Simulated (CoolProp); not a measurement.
Properties of C3F8 (R218) along the isobar 3.31 MPa.

Values from CoolProp's reference Helmholtz-energy equation of state, Lemmon 2006. It is a short technical equation, of lower accuracy than the large ones.

```
T (K)          phase  density (kg/m³)  cp (kJ/(kg K))  cv (kJ/(kg K))  speed of sound (m/s)  viscosity (µPa s)  conductivity (mW/(m K))
-----  -------------  ---------------  --------------  --------------  --------------------  -----------------  -----------------------
258.8         liquid             1540           1.015          0.7241                 477.6                329                     57.8
271.5         liquid             1487           1.046          0.7456                 429.4                273                     54.5
284.2         liquid             1430           1.081          0.7671                 381.5                227                     51.2
297           liquid             1367           1.122          0.7890                 333.1                189                     47.9
309.7         liquid             1296           1.175          0.8113                 284.1                156                     44.7
322.4         liquid             1214           1.250          0.8351                 232.9                127                     41.6
335.1         liquid             1107           1.387          0.8622                 177.2               99.7                     38.7
347.8  supercritical            934.2           1.874          0.9013                 110.3               69.2                     36.3
360.5  supercritical            491.4           2.384          0.9427                 70.42               29.8                     32.4
373.2  supercritical            351.6           1.411          0.9210                 84.50               23.7                     27.3
386    supercritical            296.9           1.215          0.9171                 94.99               22.1                     26.0
398.7  supercritical            264.3           1.139          0.9204                 103.2               21.5                     25.9
411.4  supercritical            241.3           1.103          0.9270                 110.0               21.4                     26.3
424.1  supercritical            223.7           1.084          0.9353                 116.0               21.4                     27.0
```

The peak of cp marks the crossing from liquid-like to gas-like fluid above the critical point.

Viscosity comes from a separate model (Huber 2003), an estimate that may be off by 10 % or more. Thermal conductivity comes from a separate model (Huber 2003), an estimate that may be off by 10 % or more.
